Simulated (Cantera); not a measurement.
**Premixed flame**

A freely propagating, adiabatic, planar premixed flame of H2 : O2 : N2 = 1 : 0.217 : 0.717 (molar parts), equivalence ratio 2.3, unburnt at 650 K and 0.326 atm; mixture-averaged transport, grid criteria slope 0.08 and curve 0.16, no radiation.

Model: the H2/O2 subset of GRI-Mech 3.0, which has no nitrogen chemistry, integrated in Cantera. Burning velocities carry a grid error of a few per cent, more on coarse grids.

```json
[
 {"z (mm)": "-5.85", "T (K)": "650", "u (m/s)": "9.55", "x H2": "0.517", "x O2": "0.112", "x H": "<1e-8", "x OH": "<1e-8", "x O": "<1e-8", "x HO2": "<1e-8"},
 {"z (mm)": "-3.90", "T (K)": "650", "u (m/s)": "9.55", "x H2": "0.517", "x O2": "0.112", "x H": "<1e-8", "x OH": "<1e-8", "x O": "<1e-8", "x HO2": "<1e-8"},
 {"z (mm)": "-2.93", "T (K)": "650", "u (m/s)": "9.55", "x H2": "0.517", "x O2": "0.112", "x H": "<1e-8", "x OH": "<1e-8", "x O": "<1e-8", "x HO2": "<1e-8"},
 {"z (mm)": "-1.95", "T (K)": "650", "u (m/s)": "9.55", "x H2": "0.517", "x O2": "0.112", "x H": "8.83e-7", "x OH": "<1e-8", "x O": "<1e-8", "x HO2": "1.30e-6"},
 {"z (mm)": "-0.976", "T (K)": "664", "u (m/s)": "9.73", "x H2": "0.515", "x O2": "0.112", "x H": "0.000700", "x OH": "3.77e-5", "x O": "1.34e-5", "x HO2": "8.03e-5"},
 {"z (mm)": "-0.488", "T (K)": "802", "u (m/s)": "11.6", "x H2": "0.488", "x O2": "0.108", "x H": "0.0127", "x OH": "0.000308", "x O": "0.000315", "x HO2": "5.44e-5"},
 {"z (mm)": "0", "T (K)": "1169", "u (m/s)": "16.5", "x H2": "0.358", "x O2": "0.0624", "x H": "0.0799", "x OH": "0.00208", "x O": "0.00388", "x HO2": "2.27e-5"},
 {"z (mm)": "0.488", "T (K)": "1418", "u (m/s)": "19.9", "x H2": "0.258", "x O2": "0.00780", "x H": "0.125", "x OH": "0.00312", "x O": "0.00257", "x HO2": "2.84e-6"},
 {"z (mm)": "0.976", "T (K)": "1513", "u (m/s)": "21.1", "x H2": "0.252", "x O2": "0.00110", "x H": "0.121", "x OH": "0.00337", "x O": "0.00149", "x HO2": "3.78e-7"},
 {"z (mm)": "1.95", "T (K)": "1620", "u (m/s)": "22.4", "x H2": "0.261", "x O2": "0.000541", "x H": "0.107", "x OH": "0.00394", "x O": "0.00133", "x HO2": "1.76e-7"},
 {"z (mm)": "3.90", "T (K)": "1738", "u (m/s)": "23.8", "x H2": "0.272", "x O2": "0.000441", "x H": "0.0898", "x OH": "0.00439", "x O": "0.00115", "x HO2": "1.35e-7"},
 {"z (mm)": "7.81", "T (K)": "1863", "u (m/s)": "25.3", "x H2": "0.284", "x O2": "0.000319", "x H": "0.0715", "x OH": "0.00453", "x O": "0.000867", "x HO2": "9.75e-8"},
 {"z (mm)": "15.6", "T (K)": "1983", "u (m/s)": "26.6", "x H2": "0.295", "x O2": "0.000201", "x H": "0.0539", "x OH": "0.00423", "x O": "0.000568", "x HO2": "6.55e-8"}
]
```
x: mole fraction of selected species; z is measured from the peak of heat release.

- laminar burning velocity = 955 cm/s
- thermal thickness = 1.95 mm
- peak x(H) = 0.125
- peak x(OH) = 0.00454
- peak x(O) = 0.00439
- peak x(HO2) = 8.04e-5
